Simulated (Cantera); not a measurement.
# Thermodynamics of silicon carbide growth, feed CH3SiCl3 + C3H8 + H2

A closed system holds: 1 mol CH3SiCl3, 0.062 mol C3H8, a varied amount of H2, held at 2300 °C and 15.0 mbar.

These are equilibrium values from Cantera (NASA tables, ideal gas, pure condensed phases), not measurements of a reactor. Candidate condensed phases: C, C6H6, C7H8, C8H18, Si, SiC; 109 gas species. The feed counts by its element totals alone. The tables' values for SiCl are old estimates; treat these amounts as uncertain. The numbers say what is thermodynamically allowed, not how fast it happens.

```
n(H2) (mol)   x H2    x H    x HCl      x Si      x Cl
-----------  -----  -----  -------  --------  --------
230          0.741  0.242  0.00914   0.00343   0.00209
360          0.747  0.242  0.00588   0.00225   0.00134
490          0.749  0.243  0.00434   0.00168  0.000988
620          0.750  0.243  0.00344   0.00134  0.000782
750          0.751  0.243  0.00284   0.00111  0.000647
880          0.752  0.243  0.00243  0.000950  0.000551
1000         0.753  0.243  0.00214  0.000838  0.000485
1100         0.753  0.244  0.00194  0.000764  0.000441
1300         0.753  0.244  0.00165  0.000648  0.000374
1400         0.754  0.244  0.00153  0.000602  0.000347
1500         0.754  0.244  0.00143  0.000563  0.000324
```
x: gas mole fraction; nothing condenses.

From 230 mol H2 to 1500 mol H2 nothing is condensed. The main Si-bearing gas is Si throughout.
